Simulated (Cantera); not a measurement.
Feed: 1 mol B, 0.2 mol H2O, held at 13.3 mbar.

These are equilibrium values from Cantera (NASA tables, ideal gas, pure condensed phases), not measurements of a reactor. Candidate condensed phases: B, B2O3, B3O3H3, H2O; 23 gas species. Mutual solubility and eutectic melting of coexisting phases are not modelled. The tables' values for BH2 are old estimates; treat these amounts as uncertain. The numbers say what is thermodynamically allowed, not how fast it happens.

log p: log10 of the partial pressure in bar; n: condensed amount in mol.

```csv
T (°C),log p H2,log p B2O2,log p HBO,log p BO,log p B2O3,log p H,log p HBO2,n B(s),n B2O3(l)
1227,-1.89,-4.02,-3.39,-5.78,-4.66,-5.70,-4.99,0.864,0.0630
1327,-1.94,-3.25,-2.98,-4.92,-3.83,-5.23,-4.49,0.855,0.0516
1427,-2.09,-2.62,-2.69,-4.17,-3.17,-4.88,-4.14,0.816,0
1527,-2.11,-2.59,-2.64,[?],[?],[?],[?],0.810,0
1627,-2.12,-2.59,-2.61,[?],[?],[?],[?],0.806,0
1727,-2.14,-2.61,-2.59,-3.15,-3.84,-3.86,-4.66,0.804,0
1827,-2.16,-2.66,-2.60,-2.90,-4.10,-3.58,-4.85,0.802,0
```

Problem. What belongs in the gaps?

Solution. 
- 1527, log p BO: -3.78
- 1527, log p B2O3: -3.38
- 1527, log p H: -4.50
- 1527, log p HBO2: -4.30
- 1627, log p BO: -3.44
- 1627, log p B2O3: -3.60
- 1627, log p H: -4.16
- 1627, log p HBO2: -4.48
